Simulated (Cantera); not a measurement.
A Cantera script and what it prints.

```python
import numpy as np
import cantera as ct

gas_names = """
    F2 NH3 N2 HF H2
""".split()
cond_names = """

""".split()


# ... load() reads the species with a 1 bar reference pressure and builds the phases ...
species = {s.name: s for s in load("nasa_gas.yaml", gas_names) + load("nasa_condensed.yaml", cond_names)}
# Each term lists the table entries of one substance; the one whose range holds T is used.
reactions = {
    '3 F2(g) + 2 NH3(g) = N2(g) + 6 HF(g)':
        [(-3, ['F2']), (-2, ['NH3']), (1, ['N2']), (6, ['HF'])],
    'H2(g) + F2(g) = 2 HF(g)':
        [(-1, ['H2']), (-1, ['F2']), (2, ['HF'])],
}


def pick(names, T):
    return next(species[n] for n in names if species[n].thermo.min_temp <= T <= species[n].thermo.max_temp)


results = []
for label, terms in reactions.items():
    print(label)
    print("     T/K   dH/kJ  dS/(J/K)   dG/kJ   log10 K")
    for T in [300, 2275, 2350, 2425, 2500, 2575, 2650]:
        used = [(nu, pick(names, T)) for nu, names in terms]
        dH = sum(nu * s.thermo.h(T) for nu, s in used) / 1e6
        dS = sum(nu * s.thermo.s(T) for nu, s in used) / 1e3
        dG = dH - T * dS / 1e3
        logK = -dG * 1e6 / (ct.gas_constant * T * np.log(10))
        results.append((label, T, dH, dS, dG, logK, [s.name for _, s in used]))
        print(f"{T:8g} {dH:8.1f} {dS:8.1f} {dG:8.1f} {logK:8.2f}")
```

It prints:

```
3 F2(g) + 2 NH3(g) = N2(g) + 6 HF(g)
     T/K   dH/kJ  dS/(J/K)   dG/kJ   log10 K
     300  -1543.4    240.6  -1615.5   281.29
    2275  -1560.4    243.1  -2113.3    48.52
    2350  -1562.0    242.4  -2131.5    47.38
    2425  -1563.5    241.7  -2149.7    46.30
    2500  -1565.0    241.1  -2167.8    45.29
    2575  -1566.5    240.5  -2185.9    44.34
    2650  -1568.0    240.0  -2203.9    43.44
H2(g) + F2(g) = 2 HF(g)
     T/K   dH/kJ  dS/(J/K)   dG/kJ   log10 K
     300   -545.1     14.1   -549.3    95.64
    2275   -556.6      2.8   -563.0    12.93
    2350   -556.9      2.7   -563.2    12.52
    2425   -557.3      2.5   -563.4    12.14
    2500   -557.5      2.4   -563.6    11.78
    2575   -557.8      2.3   -563.8    11.44
    2650   -558.1      2.2   -563.9    11.12
```

Source: NASA polynomial tables (part measured, part estimated), evaluated in Cantera. Condensed species are held in their standard states even where they would react or evaporate.
